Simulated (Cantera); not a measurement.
Charge: 1 mol Si₃N₄, 0.0044 mol C, 0.5 mol N₂, equilibrated at 2348.15 K and 4.70 Pa.

These are equilibrium values from Cantera (NASA tables, ideal gas, pure condensed phases), not measurements of a reactor. Candidate condensed phases: C, Si, SiC, Si₃N₄; 20 gas species. The tables' values for SiN are old estimates; treat these amounts as uncertain. Kinetics and transport are ignored.

Base state: Si 0.544, N₂ 0.455, SiN 0.000324, Si₂C 0.000265, Si₂ 0.000207, SiC₂ 0.000194, CN 0.000124, C 1.80e-5 (mole fractions); condensed: gas only.

**Question.** What changes in the equilibrium state with this change: pressure from 4.70 Pa to 0.330 bar?

**Answer.** 
```tsv
species	before	after
N₂	0.455	0.995
Si	0.544	0.00429
Si₂C	0.000265	0.000403
Si₂N	5.77e-6	0.000311
C	1.80e-5	8.94e-9
Si₃	6.85e-7	1.65e-5
CN	0.000124	7.64e-6
Si(l), mol	0	2.98
SiC(s), mol	0	0.00327
```
Mutual solubility and eutectic melting of coexisting phases are not modelled.
